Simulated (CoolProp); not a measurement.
Vapour-liquid equilibrium of R134a (1) + R123 (2) at 15.55 °C; x and y are mole fractions of (1).

Model: multi-fluid Helmholtz-energy mixture model, Tillner-Roth 1994 and Younglove 1994; pair parameters Bell 2016, in CoolProp.

| x | bubble pressure (MPa) | y at the bubble point | dew pressure at overall composition x (MPa) | liquid density (mol/L) |
|---|---|---|---|---|
| 0.05 | 0.09176 | 0.333 | 0.06656 | 9.832 |
| 0.2 | 0.1723 | 0.687 | 0.07791 | 10.15 |
| 0.35 | 0.2441 | 0.810 | 0.09386 | 10.48 |
| 0.5 | 0.3069 | 0.874 | 0.1179 | 10.82 |
| 0.65 | 0.3636 | 0.917 | 0.1579 | 11.19 |
| 0.8 | 0.4183 | 0.952 | 0.2363 | 11.58 |
| 0.95 | 0.4761 | 0.987 | 0.4144 | 12.01 |

No azeotrope shows between x = 0.05 and 0.95.

The pair parameters rest on a limited set of measurements; away from them the model extrapolates.
